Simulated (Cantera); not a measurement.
A Cantera script and its output.

```python
import numpy as np
import cantera as ct

gas = ct.Solution("gri30.yaml")
gas.TPX = 1975, 670, {'CH4': 1, 'N2': 170}
reactor = ct.IdealGasConstPressureReactor(gas, energy="off", clone=False)
net = ct.ReactorNet([reactor])
net.rtol, net.atol = 1e-08, 1e-18
show = ['CH4', 'C2H2', 'H2', 'H', 'CH2', 'C2H']
times = np.geomspace(0.0002, 3, 9)

steps = ct.SolutionArray(gas, extra=["t"])
rows = []
print(f"{'t/s':>10s}{'T/K':>9s}{'P/Pa':>11s}" + "".join(f"{s:>11s}" for s in show))
for t in times:
    while net.time < t:
        t_next = net.step()
        steps.append(gas.state, t=t_next)
    rows.append([np.interp(t, steps.t, y) for y in (steps.T, steps.P, *steps(*show).X.T)])
    print(f"{t:10.3e}{rows[-1][0]:9.1f}{rows[-1][1]:11.4g}" + "".join(f"{x:11.3e}" for x in rows[-1][2:]))
rate = np.gradient(steps.T, steps.t)
print("integrator steps:", len(steps.t))
if steps.T.max() > steps.T[0] + 200:
    print(f"time of steepest temperature rise: {steps.t[rate.argmax()]:.4e} s")
gas.TPX = 1975, 670, {'CH4': 1, 'N2': 170}
gas.equilibrate("TP")
print(f"equilibrium (TP): T = {gas.T:.1f} K  " + "  ".join(f"{s} {gas[s].X[0]:.3e}" for s in show))
```

Result:

```
       t/s      T/K       P/Pa        CH4       C2H2         H2          H        CH2        C2H
 2.000e-04   1975.0        670  5.845e-03  9.705e-14  5.323e-07  2.286e-06  1.004e-10  1.681e-19
 6.653e-04   1975.0        670  5.834e-03  1.971e-11  4.411e-06  4.958e-06  2.961e-09  2.452e-16
 2.213e-03   1975.0        670  5.792e-03  4.197e-09  2.473e-05  6.496e-06  5.309e-08  2.440e-13
 7.363e-03   1975.0        670  5.644e-03  6.456e-07  1.025e-04  7.845e-06  4.541e-07  1.375e-10
 2.449e-02   1975.0        670  4.988e-03  6.256e-05  6.216e-04  2.358e-05  2.546e-06  3.457e-08
 8.149e-02   1975.0        670  2.060e-03  1.446e-03  4.883e-03  1.054e-04  5.888e-06  5.345e-07
 2.711e-01   1975.0        670  2.938e-04  2.662e-03  8.069e-03  1.749e-04  2.520e-06  9.892e-07
 9.018e-01   1975.0        670  2.205e-05  2.822e-03  8.547e-03  2.474e-04  4.290e-07  1.400e-06
 3.000e+00   1975.0        670  3.371e-07  2.826e-03  8.564e-03  3.064e-04  1.098e-08  1.733e-06
integrator steps: 830
equilibrium (TP): T = 1975.0 K  CH4 7.094e-10  C2H2 7.044e-05  H2 7.973e-03  H 1.504e-03  CH2 6.357e-10  C2H 2.277e-07
```

Model: GRI-Mech 3.0 (53 species, 325 reactions), integrated in Cantera. GRI-Mech 3.0 stops at C3 and has no aromatics, soot or wall deposition, so with more carbon than oxygen in the feed, carbon stays in small species such as C2H2 where larger ones or solid carbon would form. Radical loss at walls, strong at low pressure, is not modelled.
